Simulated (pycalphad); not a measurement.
All values are pycalphad results on the COST 507 light-alloy database (1999) (1 atm), not direct measurements. No gas phase is included, though pure Mg would boil below 1377 °C. These are 1990s assessments: newer ones move some temperatures and phases. Kinetics are ignored, which matters at the lower temperatures.

# Mg-33.23Si (wt.%): equilibrium cooling sequence

```
T (°C)    phases above    phases below
------  --------------  --------------
1072.7          liquid  liquid + MG2SI
638.7   liquid + MG2SI     hcp + MG2SI
```

Changes were sought between steps of 25 K, so a narrower field can be missed.

Database names, with the compositions (at.%) that they take in these runs: MG2SI: Mg 67 Si 33.
